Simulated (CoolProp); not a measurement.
The numbers come from the reference Helmholtz-energy equation of state, Lemmon 2006 in CoolProp. It is a short technical equation, of lower accuracy than the large ones.

Task: For nitrous oxide, give the phase and the density (kg/m³), cp (kJ/(kg K)), isothermal compressibility (1/MPa) at 251.5 K and 8.61 MPa; 262.6 K and 8.61 MPa.

Result: 
- 251.5 K and 8.61 MPa: liquid; density 1030, cp 1.86, isothermal compressibility 0.00333
- 262.6 K and 8.61 MPa: liquid; density 988, cp 1.93, isothermal compressibility 0.00437
